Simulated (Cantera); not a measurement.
## Ignition delay

Mixture: 17.6 % H2, 17.3 % O2, 65.1 % N2, at 1580 Torr, adiabatic and at constant volume. Ignition delay is the time to a rise of 400 K.

Cantera simulation using GRI-Mech 3.0 (53 species, 325 reactions); the numbers are that mechanism's predictions, not measurements. The hydrogen kinetics of GRI-Mech 3.0 are dated; newer H2 mechanisms differ, most at raised pressure. Where the delays flatten at high temperature, the 400 K rule measures the pace of heat release, not the induction time.

| T0 (K) | delay (ms) |
|---|---|
| 1198 | 0.0250 |
| 1248 | 0.0187 |
| 1298 | 0.0147 |
| 1348 | 0.0120 |
| 1398 | 0.0101 |
| 1448 | 0.00874 |
| 1498 | 0.00775 |
